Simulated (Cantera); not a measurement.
A diamond (100) surface in a fixed gas of H2 with x(CH4) = 0.0049, x(H) = 0.00086, x(CH3) = 1.9e-05, 1000 Pa; coverages are run to steady state.

Computed with Cantera and the Harris–Goodwin 1993 mechanism for the reconstructed diamond (100) surface.

θ: site fractions in the mechanism's names (c6HH fully hydrogenated, c6H* and c6*H radical sites, c6** diradical, c6HM methylated).

| T (K) | growth (µm/h) | θ c6HH | θ c6H* | θ c6*H | θ c6** | θ c6HM |
|---|---|---|---|---|---|---|
| 900 | 0.0538 | 0.679 | 0.0102 | 0.286 | 0.00414 | 0.0168 |
| 950 | 0.0587 | 0.636 | 0.0139 | 0.329 | 0.00622 | 0.0110 |
| 1000 | 0.0469 | 0.597 | 0.0180 | 0.369 | 0.00883 | 0.00549 |
| 1050 | ? | 0.559 | ? | 0.404 | ? | ? |
| 1100 | 0.0165 | 0.524 | 0.0273 | 0.433 | 0.0152 | 0.000636 |
| 1150 | 0.0123 | 0.493 | 0.0321 | 0.456 | 0.0185 | 0.000196 |
| 1200 | 0.0118 | 0.468 | 0.0370 | 0.473 | 0.0217 | 6.22e-5 |
| 1250 | 0.0116 | 0.448 | 0.0417 | 0.486 | 0.0246 | 2.01e-5 |
| 1300 | 0.00922 | 0.434 | 0.0462 | 0.493 | 0.0269 | 6.58e-6 |
| 1350 | 0.00534 | 0.424 | 0.0504 | 0.497 | 0.0287 | 2.26e-6 |
| 1400 | ? | 0.418 | 0.0544 | 0.498 | 0.0300 | ? |

Question: Complete the blanks.

Answer: 
- 1050, growth (µm/h): 0.0281
- 1050, θ c6H*: 0.0226
- 1050, θ c6**: 0.0119
- 1050, θ c6HM: 0.00202
- 1400, growth (µm/h): 0.00249
- 1400, θ c6HM: 8.58e-7
